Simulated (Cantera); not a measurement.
A perfectly stirred reactor is fed with 14.9 % CO, 4.17 % H2, 17.0 % O2, 64.0 % N2, at 9.87 atm; it is adiabatic with a 475 K inlet, and is followed from long to short residence time, starting on the burning branch (τ in s: 0.053, 0.02, 0.0073, 0.0027, 0.001, 0.00038, 0.00014, 5.4e-05, 2e-05).

Model: GRI-Mech 3.0 (53 species, 325 reactions), integrated in Cantera. The hydrogen kinetics of GRI-Mech 3.0 are dated; newer H2 mechanisms differ, most at raised pressure.

**Question.** Predict: blow-out, bracketed by the residence times tried; x(CO) at τ = 53.0 ms; x(H2) at τ = 53.0 ms; x(O2) at τ = 53.0 ms; x(OH) at τ = 53.0 ms; x(N2O) at τ = 53.0 ms; x(CO) at τ = 1.00 ms; x(H2) at τ = 1.00 ms; x(O2) at τ = 1.00 ms; x(OH) at τ = 1.00 ms; x(N2O) at τ = 1.00 ms.

**Answer.** 
```json
{
 "blow_out_bracketed_by_the_residence_times_tried": "burning at 54.0 µs, out at 20.0 µs",
 "x(CO) at τ = 53.0 ms": "0.000493",
 "x(H2) at τ = 53.0 ms": "2.39e-5",
 "x(O2) at τ = 53.0 ms": "0.0821",
 "x(OH) at τ = 53.0 ms": "0.000726",
 "x(N2O) at τ = 53.0 ms": "9.98e-7",
 "x(CO) at τ = 1.00 ms": "0.00538",
 "x(H2) at τ = 1.00 ms": "0.000203",
 "x(O2) at τ = 1.00 ms": "0.0840",
 "x(OH) at τ = 1.00 ms": "0.00175",
 "x(N2O) at τ = 1.00 ms": "3.88e-6"
}
```
